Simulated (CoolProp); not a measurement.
n-pentane along the isobar 0.101 MPa: fugacity coefficient from the reference equation and from simpler models built on Tc = 469.7 K, pc = 3.368 MPa, ω = 0.251; each cubic takes its own stable root.

Values from CoolProp's reference Helmholtz-energy equation of state, Thol 2019.

| T (K) | phase | reference |
|---|---|---|
| 177.6 | liquid | 0.0001736 |
| 190 | liquid | 0.0007220 |
| 202.4 | liquid | 0.002460 |
| 214.8 | liquid | 0.007124 |
| 227.2 | liquid | 0.01802 |
| 239.6 | liquid | 0.04075 |
| 252 | liquid | 0.08379 |
| 264.4 | liquid | 0.1589 |
| 276.8 | liquid | 0.2812 |
| 289.2 | liquid | 0.4688 |
| 301.6 | liquid | 0.7418 |
| 314 | gas | 0.9602 |
| 326.4 | gas | 0.9651 |
| 338.8 | gas | 0.9692 |

Problem. How far does each simpler model (Redlich-Kwong, Soave-Redlich-Kwong) lie from the reference over these 14 states: mean and median of the absolute difference, and the worst?

Solution. 
- Redlich-Kwong: mean 114.1 %, median 117.7 %, worst +239.8 % at 177.6 K and 0.101 MPa
- Soave-Redlich-Kwong: mean 2.2 %, median 2.3 %, worst -4.1 % at 202.4 K and 0.101 MPa

At some of these states Redlich-Kwong gives the other phase, because its saturation line lies elsewhere.
